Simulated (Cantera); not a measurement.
## Hydrocarbon pyrolysis for carbon deposition

An isothermal, constant-pressure homogeneous reactor starts with 18.1 % CH₄, 76.1 % H₂, 5.80 % N₂, at 1525 K and 0.132 atm.

Computed with Cantera and GRI-Mech 3.0 (53 species, 325 reactions). GRI-Mech 3.0 stops at C3 and has no aromatics, soot or wall deposition, so with more carbon than oxygen in the feed, carbon stays in small species such as C2H2 where larger ones or solid carbon would form.

| t (s) | x CH₄ | x H₂ | x C₂H₂ | x CH₂ | x C₂H₄ | x C₂H₆ | x H |
|---|---|---|---|---|---|---|---|
| 0.000400 | 0.181 | 0.761 | 1.20e-11 | 5.73e-11 | 1.23e-8 | 3.36e-8 | 3.32e-6 |
| 0.00150 | 0.181 | 0.761 | 4.09e-9 | 7.37e-10 | 6.72e-7 | 1.45e-6 | 1.18e-5 |
| 0.00565 | 0.181 | 0.761 | 1.45e-6 | 4.76e-9 | 2.98e-5 | 2.29e-5 | 3.03e-5 |
| 0.0213 | 0.180 | 0.761 | 0.000110 | 7.39e-9 | 0.000300 | 4.22e-5 | 3.81e-5 |
| 0.0799 | 0.176 | 0.764 | 0.00135 | 7.31e-9 | 0.000611 | 4.10e-5 | 3.84e-5 |
| 0.300 | 0.164 | 0.772 | 0.00665 | 6.99e-9 | 0.000683 | 3.60e-5 | 3.94e-5 |
| 1.13 | 0.128 | 0.794 | 0.0218 | 6.01e-9 | 0.000853 | 2.34e-5 | 4.24e-5 |
| 4.25 | 0.0660 | 0.833 | 0.0475 | 3.96e-9 | 0.00127 | 7.72e-6 | 4.98e-5 |
| 16.0 | 0.0243 | 0.859 | 0.0649 | 1.94e-9 | 0.00165 | 1.87e-6 | 5.86e-5 |
| 60.0 | 0.0180 | 0.863 | 0.0675 | 1.54e-9 | 0.00171 | 1.41e-6 | 6.06e-5 |
x: mole fraction; the columns are a selection and need not sum to one.

Equilibrium at this temperature and pressure: CH₄ 0.0165, H₂ 0.864, C₂H₂ 0.0566, CH₂ 1.41e-9, C₂H₄ 0.00144, C₂H₆ 1.18e-6, H 6.06e-5 (gas phase only).
